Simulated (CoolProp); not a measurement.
Vapour-liquid equilibrium of trans-2-butene (1) + ethanol (2) at 70.55 °C; x and y are mole fractions of (1).

Model: multi-fluid Helmholtz-energy mixture model, Lemmon 2005 and Schroeder 2014; pair parameters Bell 2016, in CoolProp.

Give the bubble pressure and the first vapour's composition at x = 0.35, 0.65, 0.8. Is there an azeotrope?

x = 0.35: 6.647 bar, y = 0.901; x = 0.65: 7.052 bar, y = 0.911; x = 0.8: 7.340 bar, y = 0.925. No azeotrope shows between x = 0.05 and 0.95.

The pair parameters rest on a limited set of measurements; away from them the model extrapolates. With so large a gap from Raoult's law the liquid may split in two, which this calculation doesn't test in full.
